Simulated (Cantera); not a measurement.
Feed: 1 mol C, 0.71 mol H2O, at 1275 °C and 4.00 bar.

Cantera equilibrium calculation (NASA polynomials, part measured and part estimated; ideal gas, pure solids and liquids). Candidate condensed phases: C, C6H6, C7H8, C8H18, H2O; 110 gas species. Rates play no part.

Base state: CO 0.500, H2 0.497, CH4 0.00202, H2O 0.00122, CO2 0.000440, H 1.08e-5 (mole fractions); condensed: C(graphite).

Problem. What changes in the equilibrium state with this change: temperature from 1275 °C to 2425 °C?

Solution. 
```
species              before     after
-----------------  --------  --------
CO                    0.500     0.495
H2                    0.497     0.474
H                   1.08e-5    0.0194
C2H2 (acetylene)    7.79e-6    0.0111
C4H2                  <1e-9  0.000108
C2H                   <1e-9   4.81e-5
C2H2 (vinylidene)     <1e-9   1.61e-5
CO2                0.000440   2.26e-6
C(graphite), mol      0.289     0.257
```
